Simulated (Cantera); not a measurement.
Cantera run:

```python
import numpy as np
import cantera as ct

gas_names = """
    AL ALCL ALCL2 ALCL3 ALH ALN AL2 AL2CL6 CL CL2 H HCL H2 N NH NH2 NH3 N2 N2H2 N2H4
""".split()
cond_names = """
    AL(cr) AL(L) ALCL3(s) ALCL3(L) ALN(s) NH4CL(a) NH4CL(b)
""".split()


def load(file, names, dense=False):
    # The tables refer to 1 bar. Condensed volumes are neglected.
    table = {s.name: s for s in ct.Species.list_from_file(file)}
    out = []
    for n in names:
        d = dict(table[n].input_data)
        d["thermo"] = dict(d["thermo"], **{"reference-pressure": 1e5})
        if dense:
            d["equation-of-state"] = {"model": "constant-volume", "density": "1e6 g/cm^3"}
        out.append(ct.Species.from_dict(d))
    return out


gas = ct.Solution(thermo="ideal-gas", species=load("nasa_gas.yaml", gas_names))
cond = {s.name: ct.Solution(thermo="fixed-stoichiometry", species=[s], name=s.name)
        for s in load("nasa_condensed.yaml", cond_names, dense=True)}
atoms = {
    'AlCl3': {'AL': 1, 'CL': 3},
    'N2': {'N': 2},
    'H2': {'H': 2},
    'HCl': {'H': 1, 'CL': 1},
}
top_T = {'ALN(s)': 2750}  # K; cautious upper limits of use, not melting points


def equilibrate(T, P, feed):
    n = {}
    for name, mol in feed.items():
        for a, k in atoms[name].items():
            n[a] = n.get(a, 0.0) + k * mol
    gas.TPX = T, P, n
    mass = sum(n.values()) * gas.mean_molecular_weight
    gas.equilibrate("TP")
    valid = [c for c in cond.values() if c.min_temp <= T <= top_T.get(c.name, c.max_temp)]
    mix = ct.Mixture([(gas, mass / gas.mean_molecular_weight)] + [(c, 0.0) for c in valid])
    mix.T, mix.P = T, P
    mix.equilibrate("TP", solver="vcs", rtol=1e-11, max_steps=5000)
    return mix


results = []
P = 1333.22  # Pa
for T in [725, 825, 925, 1025, 1125, 1225, 1325, 1425, 1525, 1625, 1725, 1825]:
    for m in [1.9, 3, 4.6, 7.2, 11, 17, 27, 42, 65, 100, 160]:
        feed = {'AlCl3': 1, 'N2': 1.4, 'H2': m, 'HCl': 0.92}  # mol
        mix = equilibrate(T, P, feed)
        results.append((T, P, feed, dict(zip(mix.species_names, mix.species_moles))))

for T, P, feed, n in results:
    print(f"{T:7g} {feed['H2']:10.4g}  " + (" + ".join(c for c in cond_names if n.get(c, 0) > 1e-12) or "gas only"))
```

Result:

```
    725        1.9  gas only
    725          3  ALN(s)
    725        4.6  ALN(s)
    725        7.2  ALN(s)
    725         11  ALN(s)
    725         17  ALN(s)
    725         27  ALN(s)
    725         42  ALN(s)
    725         65  ALN(s)
    725        100  ALN(s)
    725        160  ALN(s)
    825        1.9  gas only
    825          3  ALN(s)
    825        4.6  ALN(s)
    825        7.2  ALN(s)
    825         11  ALN(s)
    825         17  ALN(s)
    825         27  ALN(s)
    825         42  ALN(s)
    825         65  ALN(s)
    825        100  ALN(s)
    825        160  ALN(s)
    925        1.9  gas only
    925          3  gas only
    925        4.6  ALN(s)
    925        7.2  ALN(s)
    925         11  ALN(s)
    925         17  ALN(s)
    925         27  ALN(s)
    925         42  ALN(s)
    925         65  ALN(s)
    925        100  ALN(s)
    925        160  ALN(s)
   1025        1.9  gas only
   1025          3  gas only
   1025        4.6  ALN(s)
   1025        7.2  ALN(s)
   1025         11  ALN(s)
   1025         17  ALN(s)
   1025         27  ALN(s)
   1025         42  ALN(s)
   1025         65  ALN(s)
   1025        100  ALN(s)
   1025        160  ALN(s)
   1125        1.9  gas only
   1125          3  gas only
   1125        4.6  ALN(s)
   1125        7.2  ALN(s)
   1125         11  ALN(s)
   1125         17  ALN(s)
   1125         27  ALN(s)
   1125         42  ALN(s)
   1125         65  ALN(s)
   1125        100  ALN(s)
   1125        160  ALN(s)
   1225        1.9  gas only
   1225          3  gas only
   1225        4.6  ALN(s)
   1225        7.2  ALN(s)
   1225         11  ALN(s)
   1225         17  ALN(s)
   1225         27  ALN(s)
   1225         42  ALN(s)
   1225         65  ALN(s)
   1225        100  ALN(s)
   1225        160  ALN(s)
   1325        1.9  gas only
   1325          3  gas only
   1325        4.6  gas only
   1325        7.2  ALN(s)
   1325         11  ALN(s)
   1325         17  ALN(s)
   1325         27  ALN(s)
   1325         42  ALN(s)
   1325         65  ALN(s)
   1325        100  ALN(s)
   1325        160  ALN(s)
   1425        1.9  gas only
   1425          3  gas only
   1425        4.6  gas only
   1425        7.2  gas only
   1425         11  ALN(s)
   1425         17  ALN(s)
   1425         27  ALN(s)
   1425         42  ALN(s)
   1425         65  ALN(s)
   1425        100  ALN(s)
   1425        160  ALN(s)
   1525        1.9  gas only
   1525          3  gas only
   1525        4.6  gas only
   1525        7.2  gas only
   1525         11  gas only
   1525         17  gas only
   1525         27  gas only
   1525         42  gas only
   1525         65  gas only
   1525        100  gas only
   1525        160  gas only
   1625        1.9  gas only
   1625          3  gas only
   1625        4.6  gas only
   1625        7.2  gas only
   1625         11  gas only
   1625         17  gas only
   1625         27  gas only
   1625         42  gas only
   1625         65  gas only
   1625        100  gas only
   1625        160  gas only
   1725        1.9  gas only
   1725          3  gas only
   1725        4.6  gas only
   1725        7.2  gas only
   1725         11  gas only
   1725         17  gas only
   1725         27  gas only
   1725         42  gas only
   1725         65  gas only
   1725        100  gas only
   1725        160  gas only
   1825        1.9  gas only
   1825          3  gas only
   1825        4.6  gas only
   1825        7.2  gas only
   1825         11  gas only
   1825         17  gas only
   1825         27  gas only
   1825         42  gas only
   1825         65  gas only
   1825        100  gas only
   1825        160  gas only
```

Method: chemical equilibrium by Gibbs-energy minimisation in Cantera with the NASA 1993 tables (ideal gas, pure condensed phases). The tables' values for AlCl2 are old estimates.
